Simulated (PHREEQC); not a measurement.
Make-up at 35 °C: 0.064 mol/kgw HF, 0.00053 mol/kgw NaF and 1.9e-05 mol/kgw H4SiO4. Closed to the air; pH follows from the charge balance.

Computed with PHREEQC (ion-association model, phreeqc.dat).

No solid was allowed to form.

**Question.** Order these F species by the share of F that they hold, largest first: HF, SiF6-2, HF2-, F-.

**Answer.** HF (87 %), F- (8.8 %), HF2- (4.1 %), SiF6-2 (0.18 %)

The pH is 2.22 and the ionic strength 0.00706 mol/kgw. Complexes and solids missing from the database can't appear. SiF6-2 is the database's only silicon fluoride.
